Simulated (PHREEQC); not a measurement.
Solution (25 °C): 0.083 mol/kgw Cu(BF4)2. Closed to the air; pH follows from the charge balance.

Computed with PHREEQC (ion-association model, wateq4f.dat).

```
Property                 Result
----------------  -------------
pH                         2.57
ionic strength    0.250 mol/kgw
total alkalinity    -498 meq/kg
```

```
species    molality  activity   log γ
---------  --------  --------  ------
BF4-          0.157     0.104  -0.181
Cu+2         0.0817    0.0250  -0.514
HF          0.00826   0.00876   0.025
BF3OH-      0.00658   0.00434  -0.181
H+          0.00341   0.00269  -0.103
F-          0.00315   0.00217  -0.162
CuF+        0.00134  0.000987  -0.132
H3BO3       0.00118   0.00125   0.025
BF2(OH)2-   0.00102  0.000675  -0.181
H2F2       0.000189  0.000200   0.025
HF2-       0.000106   7.28e-5  -0.162
BF(OH)3-    1.63e-6   1.08e-6  -0.181
CuOH+       1.32e-7   9.25e-8  -0.154
```

No solid was allowed to form. Complexes and solids missing from the database can't appear. Real BF4- forms and hydrolyses slowly; the run takes it at equilibrium.
